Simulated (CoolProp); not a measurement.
Vapour-liquid equilibrium of toluene (1) + n-octane (2) at 23.4 kPa; x and y are mole fractions of (1).

The numbers come from the multi-fluid Helmholtz-energy mixture model, Lemmon 2006 and Beckmüller 2019; pair parameters Bell 2016 in CoolProp.

Task: Give the bubble temperature and the first vapour's composition at x = 0.05, 0.275, 0.35. Is there an azeotrope?

Result: x = 0.05: 78.5 °C, y = 0.103; x = 0.275: 73.1 °C, y = 0.430; x = 0.35: 71.8 °C, y = 0.507. No azeotrope shows between x = 0.05 and 0.95.

The pair parameters rest on a limited set of measurements; away from them the model extrapolates.
